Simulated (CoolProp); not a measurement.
Saturation properties of R123.

The numbers come from the reference Helmholtz-energy equation of state, Younglove 1994 in CoolProp. It is a modified Benedict-Webb-Rubin equation, recast in Helmholtz form.

```tsv
T (°C)	p (MPa)	liquid density (kg/m³)	liquid cp (kJ/(kg K))	surface tension (mN/m)	vapour viscosity (µPa s)
78.65	0.4727	1315	1.097	9.12	12.6
88.25	0.5988	1285	1.116	8.10	12.9
97.95	0.7502	1254	1.138	7.09	13.3
107.55	0.9265	1221	1.164	6.12	13.7
117.25	1.134	1185	1.197	5.17	14.1
126.85	1.372	1147	1.237	4.27	14.7
136.55	1.649	1105	1.293	3.38	15.4
146.15	1.961	1058	1.372	2.55	16.2
155.85	2.321	1003	1.500	1.76	17.5
165.45	2.726	935.9	1.747	1.05	19.4
```

It boils at 27.8 °C under 1 atm.

Viscosity comes from a separate model (Tanaka 1996). Surface tension comes from a separate correlation (Mulero 2012).
